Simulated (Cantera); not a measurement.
What does this Cantera script print?

```python
import numpy as np
import cantera as ct

surf = ct.Interface("ptcombust.yaml", "Pt_surf")
gas = surf.adjacent["gas"]
gas.TPX = 1098, 55000, {'CH4': 0.0077, 'O2': 0.01, 'N2': 0.79}
surf.TP = 1098, 55000
reactor = ct.FlowReactor(gas, clone=False)
reactor.area = 0.0001  # m2
reactor.surface_area_to_volume_ratio = 110  # 1/m
reactor.mass_flow_rate = 0.19 * reactor.area * gas.density  # inlet velocity 0.19 m/s
reactor.energy_enabled = False
wall = ct.ReactorSurface(surf, reactor, clone=False)
net = ct.ReactorNet([reactor])
net.rtol, net.atol = 1e-8, 1e-16
show, cover = ['CH4', 'O2', 'H2O', 'CO2', 'CO'], ['PT(S)', 'H(S)', 'O(S)', 'OH(S)', 'CO(S)', 'C(S)']

rows = []
print(f"{'z/m':>9s}{'u/(m/s)':>9s}" + "".join(f"{s:>13s}" for s in show + cover))
for z in [3.3e-05, 5.9e-05, 0.00011, 0.00019, 0.00033, 0.00059, 0.0011, 0.0019, 0.0033]:
    net.advance(z)
    rows.append([reactor.speed, *gas[show].X, *surf[cover].coverages])
    print(f"{z:9.4g}{rows[-1][0]:9.3g}" + "".join(f"{x:13.4e}" for x in rows[-1][1:]))
```

It prints:

```
      z/m  u/(m/s)          CH4           O2          H2O          CO2           CO        PT(S)         H(S)         O(S)        OH(S)        CO(S)         C(S)
  3.3e-05     0.19   9.4104e-03   1.2141e-02   2.4539e-04   1.1188e-04   1.0786e-05   5.2348e-01   4.8136e-07   4.7616e-01   3.2742e-04   2.8644e-05   2.9138e-07
  5.9e-05     0.19   9.3137e-03   1.1949e-02   4.3860e-04   2.0666e-04   1.2569e-05   5.2523e-01   5.4460e-07   4.7437e-01   3.6818e-04   2.9429e-05   2.9170e-07
  0.00011     0.19   9.1249e-03   1.1572e-02   8.1566e-04   3.9466e-04   1.3032e-05   5.2821e-01   6.5295e-07   4.7133e-01   4.3668e-04   2.9655e-05   2.9140e-07
  0.00019     0.19   8.8316e-03   1.0986e-02   1.4013e-03   6.8756e-04   1.2824e-05   5.3293e-01   7.9993e-07   4.6651e-01   5.2545e-04   2.9617e-05   2.9084e-07
  0.00033     0.19   8.3265e-03   9.9778e-03   2.4098e-03   1.1919e-03   1.2392e-05   5.4193e-01   1.0250e-06   4.5739e-01   6.4993e-04   2.9598e-05   2.9065e-07
  0.00059     0.19   7.4128e-03   8.1548e-03   4.2330e-03   2.1035e-03   1.1664e-05   5.6206e-01   1.4129e-06   4.3708e-01   8.2629e-04   2.9985e-05   2.9448e-07
   0.0011     0.19   5.6635e-03   4.6674e-03   7.7218e-03   3.8468e-03   1.1052e-05   6.3561e-01   2.4625e-06   3.6329e-01   1.0595e-03   3.6523e-05   3.5918e-07
   0.0019    0.191   1.8900e-03   1.8589e-04   1.1884e-02   4.8294e-03   2.7715e-03   9.2413e-01   2.1899e-03   1.8984e-06   3.5189e-06   1.9418e-02   5.4253e-02
   0.0033    0.191   2.3811e-04   3.7320e-07   1.0559e-02   4.8247e-03   4.3999e-03   9.4819e-01   3.2782e-03   8.4915e-07   2.2545e-06   3.2301e-02   1.6227e-02
```

Detailed kinetics in Cantera: Deutschmann's 1995 Pt surface mechanism with GRI-Mech 3.0 gas chemistry. Catalytic surfaces can have several steady states; this one follows from the mechanism file's or the stated starting coverage. Mass transfer to the wall is taken as infinitely fast.
